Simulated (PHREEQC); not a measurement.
Dissolve 0.2 mol H2SO4 and 0.00077 mol LiCl per kg of water at 58 °C and 500 atm. Closed to the air; pH follows from the charge balance.

Equilibrium calculation in PHREEQC: Pitzer model, pitzer.dat.

pH: 0.75
ionic strength: 0.264 mol/kgw
activity of water: 0.993
specific conductance: 128000 µS/cm
density: 1.017 g/cm³
osmotic coefficient: 0.913
total alkalinity: -400 meq/kg

```tsv
species	molality	activity	log γ
H+	0.232	0.177	-0.117
HSO4-	0.168	0.126	-0.125
SO4-2	0.0316	0.00429	-0.868
Cl-	0.000770	0.000534	-0.159
Li+	0.000770	0.000523	-0.168
```

No solid was allowed to form. Complexes and solids missing from the database can't appear. Under pressure, the constants of complexes without a molar volume in the database are unreliable. Constants without temperature data keep their 25 °C values here.
